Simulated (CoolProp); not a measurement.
Toluene along the isotherm 68.15 °C: density (kg/m³) from the reference equation and from simpler models built on Tc = 318.6 °C, pc = 41.26 bar, ω = 0.266; each cubic takes its own stable root.

Values from CoolProp's reference Helmholtz-energy equation of state, Lemmon 2006. It is a short technical equation, of lower accuracy than the large ones.

```
p (bar)   phase  reference
-------  ------  ---------
6.88     liquid      822.0
13.8     liquid      822.7
20.6     liquid      823.4
27.5     liquid      824.1
34.4     liquid      824.8
41.3     liquid      825.5
48.1     liquid      826.2
55       liquid      826.9
61.9     liquid      827.5
68.8     liquid      828.2
75.6     liquid      828.9
82.5     liquid      829.5
89.4     liquid      830.2
96.3     liquid      830.8
103      liquid      831.4
```

Q: How far does each simpler model (van der Waals, Redlich-Kwong, Soave-Redlich-Kwong, Peng-Robinson) lie from the reference over these 15 states: mean and median of the absolute difference, and the worst?

A: 
- van der Waals: mean 40.1 %, median 40.0 %, worst -41.0 % at 68.15 °C and 6.88 bar
- Redlich-Kwong: mean 12.5 %, median 12.5 %, worst -13.0 % at 68.15 °C and 6.88 bar
- Soave-Redlich-Kwong: mean 10.2 %, median 10.2 %, worst -10.5 % at 68.15 °C and 6.88 bar
- Peng-Robinson: mean 1.0 %, median 1.1 %, worst +1.1 % at 68.15 °C and 103 bar
